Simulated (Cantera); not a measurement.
A closed system holds: 1 mol Si, 2.2 mol SF6, 8.3 mol F2, equilibrated at 64.0 Pa.

These are equilibrium values from Cantera (NASA tables, ideal gas, pure condensed phases), not measurements of a reactor. Candidate condensed phases: S, Si; 21 gas species. The tables' values for SF3, SF5 are old estimates; treat these amounts as uncertain. The numbers say what is thermodynamically allowed, not how fast it happens.

x: gas mole fraction; nothing condenses.

```csv
T (K),x F,x F2,x SF6,x SiF4,x SF4
723,0.0692,0.606,0.224,0.102,<1e-12
823,0.299,0.415,0.197,0.0896,<1e-12
923,0.631,0.138,0.158,0.0720,2.79e-12
1023,0.767,(withheld),0.143,0.0649,(withheld)
1123,0.792,0.00473,0.140,0.0636,2.79e-6
1223,0.796,(withheld),0.139,0.0633,(withheld)
1323,0.813,0.000340,0.0898,0.0584,0.0385
```

### Question
Some entries are withheld; supply them.

### Answer

- 1023, x F2: 0.0251
- 1023, x SF4: 4.59e-9
- 1223, x F2: 0.00112
- 1223, x SF4: 0.000620
